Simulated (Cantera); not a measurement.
A freely propagating, adiabatic, planar premixed flame of CO : H2 : O2 : N2 = 1 : 0.033 : 0.344 : 1.24 (molar parts), unburnt at 450 K and 0.132 atm; multicomponent+Soret transport, grid criteria slope 0.08 and curve 0.16, no radiation.

Detailed kinetics in Cantera: GRI-Mech 3.0 (53 species, 325 reactions). Burning velocities carry a grid error of a few per cent, more on coarse grids.

x: mole fraction of selected species; z is measured from the peak of heat release.

```json
[
 {"z (mm)": "-34.5", "T (K)": "450", "u (m/s)": "0.862", "x CO": "0.382", "x H2": "0.0126", "x O2": "0.131", "x O": "<1e-8", "x H": "<1e-8", "x NO": "<1e-8"},
 {"z (mm)": "-23.0", "T (K)": "450", "u (m/s)": "0.862", "x CO": "0.382", "x H2": "0.0126", "x O2": "0.131", "x O": "<1e-8", "x H": "<1e-8", "x NO": "<1e-8"},
 {"z (mm)": "-17.3", "T (K)": "450", "u (m/s)": "0.862", "x CO": "0.382", "x H2": "0.0126", "x O2": "0.131", "x O": "<1e-8", "x H": "<1e-8", "x NO": "<1e-8"},
 {"z (mm)": "-11.5", "T (K)": "450", "u (m/s)": "0.862", "x CO": "0.382", "x H2": "0.0126", "x O2": "0.131", "x O": "<1e-8", "x H": "<1e-8", "x NO": "<1e-8"},
 {"z (mm)": "-5.75", "T (K)": "451", "u (m/s)": "0.863", "x CO": "0.382", "x H2": "0.0122", "x O2": "0.131", "x O": "6.73e-8", "x H": "1.32e-7", "x NO": "<1e-8"},
 {"z (mm)": "-2.88", "T (K)": "(withheld)", "u (m/s)": "1.07", "x CO": "0.377", "x H2": "(withheld)", "x O2": "0.128", "x O": "(withheld)", "x H": "(withheld)", "x NO": "1.05e-8"},
 {"z (mm)": "0", "T (K)": "1011", "u (m/s)": "1.90", "x CO": "0.329", "x H2": "0.00428", "x O2": "0.0981", "x O": "0.00807", "x H": "0.00978", "x NO": "1.03e-6"},
 {"z (mm)": "2.88", "T (K)": "1323", "u (m/s)": "2.42", "x CO": "0.260", "x H2": "0.000632", "x O2": "0.0503", "x O": "0.0298", "x H": "0.0181", "x NO": "8.05e-6"},
 {"z (mm)": "5.75", "T (K)": "1475", "u (m/s)": "2.66", "x CO": "0.233", "x H2": "0.000602", "x O2": "0.0350", "x O": "0.0329", "x H": "0.0191", "x NO": "1.83e-5"},
 {"z (mm)": "11.5", "T (K)": "(withheld)", "u (m/s)": "2.91", "x CO": "0.223", "x H2": "(withheld)", "x O2": "0.0319", "x O": "(withheld)", "x H": "(withheld)", "x NO": "(withheld)"},
 {"z (mm)": "23.0", "T (K)": "1799", "u (m/s)": "3.17", "x CO": "0.216", "x H2": "0.00130", "x O2": "0.0297", "x O": "0.0189", "x H": "0.0117", "x NO": "5.64e-5"},
 {"z (mm)": "46.0", "T (K)": "1966", "u (m/s)": "3.42", "x CO": "0.206", "x H2": "0.00145", "x O2": "0.0257", "x O": "0.0127", "x H": "0.00757", "x NO": "9.94e-5"},
 {"z (mm)": "92.0", "T (K)": "2120", "u (m/s)": "3.65", "x CO": "0.194", "x H2": "0.00142", "x O2": "0.0204", "x O": "0.00796", "x H": "0.00464", "x NO": "0.000235"}
]
```

Task: What belongs in the gaps?

Result: 
- -2.88, T (K): 559
- -2.88, x H2: 0.0108
- -2.88, x O: 4.35e-5
- -2.88, x H: 0.000431
- 11.5, T (K): 1632
- 11.5, x H2: 0.000946
- 11.5, x O: 0.0264
- 11.5, x H: 0.0163
- 11.5, x NO: 3.44e-5
